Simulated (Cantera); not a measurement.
An adiabatic, constant-pressure homogeneous reactor starts with H2 : O2 : N2 : NO = 1 : 1 : 3.76 : 0.027 (molar parts), at 1148 K and 9750 Torr. Integrator tolerance rtol = 1e-08.

Computed with Cantera and GRI-Mech 3.0 (53 species, 325 reactions). The hydrogen kinetics of GRI-Mech 3.0 are dated; newer H2 mechanisms differ, most at raised pressure. The pressure lies above the range GRI-Mech 3.0 was tuned for (to about 10 atm). The mechanism lacks 2 NO + O2 → 2 NO2 and HONO, so NO2 and the effect of NO are under-described below about 1400 K.

| quantity | before | after |
|---|---|---|
| time of steepest temperature rise | 19.5 µs | 26.0 µs |
| temperature at 4.00 s | 2340 K | 2346 K |
| equilibrium temperature | 2340 K | 2346 K |
| x(H2) at 4.00 s | 0.000449 (gas-phase equilibrium 0.000449) | 0.000305 (gas-phase equilibrium 0.000305) |
| x(O2) at 4.00 s | 0.0903 (gas-phase equilibrium 0.0903) | 0.0905 (gas-phase equilibrium 0.0905) |
| x(NO) at 4.00 s | 0.0106 (gas-phase equilibrium 0.0106) | 0.0107 (gas-phase equilibrium 0.0107) |
| x(H) at 4.00 s | 7.03e-5 (gas-phase equilibrium 7.03e-5) | 3.92e-5 (gas-phase equilibrium 3.92e-5) |
| x(HO2) at 4.00 s | 1.26e-5 (gas-phase equilibrium 1.26e-5) | 1.59e-5 (gas-phase equilibrium 1.59e-5) |

**Question.** Which change was made?
(A) constant volume in place of constant pressure
(B) H2 1 to 0.34 parts
(C) pressure from 9750 Torr to 22500 Torr
(D) pressure from 9750 Torr to 5780 Torr

**Answer.** C, pressure from 9750 Torr to 22500 Torr
